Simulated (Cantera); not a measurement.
Input (Python, Cantera) and output of one run.

```python
import numpy as np
import cantera as ct

gas_names = [...]  # 95 gases of nasa_gas.yaml made of C, F, H
cond_names = """
    C(gr) C6H6(L) C7H8(L) C8H18(L),n-octa
""".split()


# ... load() reads the species with a 1 bar reference pressure and builds the phases ...
atoms = {
    'c-C4F8': {'C': 4, 'F': 8},
    'H2': {'H': 2},
}
top_T = {'C(gr)': 4500}  # K; cautious upper limits of use, not melting points


# ... equilibrate(T, P, feed) seeds the gas with the atoms and calls Mixture.equilibrate('TP', solver="vcs", rtol=1e-11, max_steps=5000) ...
results = []
feed = {'c-C4F8': 1, 'H2': 4.1}  # mol
P = 26000  # Pa
for T in [2800, 2850, 2900, 2950, 3000, 3050, 3100, 3150]:
    mix = equilibrate(T, P, feed)
    results.append((T, P, feed, dict(zip(mix.species_names, mix.species_moles))))

top = {s: max(r[3][s] / sum(r[3][g] for g in gas_names) for r in results) for s in gas_names}
cols = sorted((s for s in top if top[s] > 1e-06), key=lambda s: -top[s])[:9]
seen = [c for c in cond_names if any(r[3].get(c, 0) > 1e-12 for r in results)]
print("log10 of partial pressures in bar; condensed amounts in mol")
print(f"{'T/K':>10s}" + "".join(f"{s[:9]:>10s}" for s in cols + seen))
for T, P, feed, n in results:
    ng = sum(n[g] for g in gas_names)
    print(f"{T:10.4g}" + "".join(f"{np.log10(max(n[s] / ng * P / 1e5, 1e-99)):10.3f}" for s in cols)
          + "".join(f"{n.get(c, 0):10.4g}" for c in seen))
```

Output:

```
log10 of partial pressures in bar; condensed amounts in mol
       T/K        HF         H         F        H2        CF        C3       CF2       C2H C2H2,acet     C(gr)
      2800    -0.599    -2.415    -2.735    -2.655    -3.866    -4.501    -4.232    -4.790    -4.132     3.984
      2850    -0.601    -2.343    -2.616    -2.661    -3.695    -4.238    -4.112    -4.612    -4.066     3.977
      2900    -0.604    -2.271    -2.502    -2.663    -3.532    -3.985    -4.002    -4.437    -4.000     3.967
      2950    -0.608    -2.200    -2.395    -2.661    -3.378    -3.741    -3.901    -4.267    -3.931     3.951
      3000    -0.613    -2.129    -2.295    -2.655    -3.232    -3.506    -3.809    -4.100    -3.861     3.926
      3050    -0.618    -2.059    -2.201    -2.647    -3.093    -3.278    -3.725    -3.938    -3.791     3.889
      3100    -0.625    -1.990    -2.112    -2.636    -2.962    -3.058    -3.650    -3.779    -3.720     3.833
      3150    -0.634    -1.923    -2.029    -2.623    -2.838    -2.846    -3.583    -3.625    -3.650     3.746
```

Cantera equilibrium calculation (NASA polynomials, part measured and part estimated; ideal gas, pure solids and liquids). The feed counts by its element totals alone.
